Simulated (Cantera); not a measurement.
Feed: 1 mol B₂H₆, 2.7 mol H₂O, 54 mol N₂, held at 370 Pa.

Equilibrium computed with Cantera from the NASA thermochemical tables; the gas is ideal and each condensed phase is pure. Candidate condensed phases: B, BN, B₂O₃, B₃O₃H₃, H₂O; 39 gas species. The feed counts by its element totals alone. Kinetics and transport are ignored.

Question: At 1550 K, list the 4 most abundant gas species with their mole fractions, and the condensed phases.

Answer: N₂ 0.891, H₂ 0.0900, B₂O₃ 0.0100, HBO₂ 0.00457. Condensed: BN(s).
